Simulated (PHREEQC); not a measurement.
TMAH is added in steps, without added water, to 1 kg of water holding 0.076 mol/kgw HF and 0.0021 mol/kgw NaF, at 25 °C. O2 is buffered at 0.21 atm. The system is closed to CO2. Precipitation was switched off in this run.

Base run: PHREEQC, ion-association model, phreeqc.dat. Each further column changes one thing. The table gives HF2- (mol/kgw).

| TMAH added (mol) | base | Davies equation for every ion | database wateq4f.dat | all activity coefficients set to 1 | metal-ligand complexes left out |
|---|---|---|---|---|---|
| 0 | 0.00191 | 0.00192 | 0.00142 | 0.00178 | 0.00191 |
| 0.01 | 0.00295 | 0.00297 | 0.00239 | 0.00286 | 0.00295 |
| 0.025 | 0.00424 | 0.00426 | ___ | 0.00421 | 0.00424 |
| 0.035 | 0.00455 | 0.00458 | ___ | 0.00455 | 0.00456 |
| 0.045 | 0.00433 | 0.00437 | ___ | 0.00434 | 0.00433 |
| 0.055 | 0.00353 | 0.00357 | 0.00335 | 0.00354 | 0.00354 |
| 0.07 | 0.00126 | 0.00128 | 0.00126 | 0.00127 | 0.00126 |
| 0.08 | 8.65e-11 | 8.83e-11 | 8.74e-11 | ___ | 8.67e-11 |

### Question
Complete the blanks.

### Answer

- 0.025, database wateq4f.dat: 0.00366
- 0.035, database wateq4f.dat: 0.00406
- 0.045, database wateq4f.dat: 0.00398
- 0.08, all activity coefficients set to 1: 8.82e-11

(CH3)4N+ isn't in the database: it is added as a free cation with an ion size of 4 Å. wateq4f.dat counts part of the HF as a dimer, H2F2, which phreeqc.dat doesn't know; its constant is uncertain. phreeqc.dat and wateq4f.dat share most of their constants, so their agreement is no independent check.
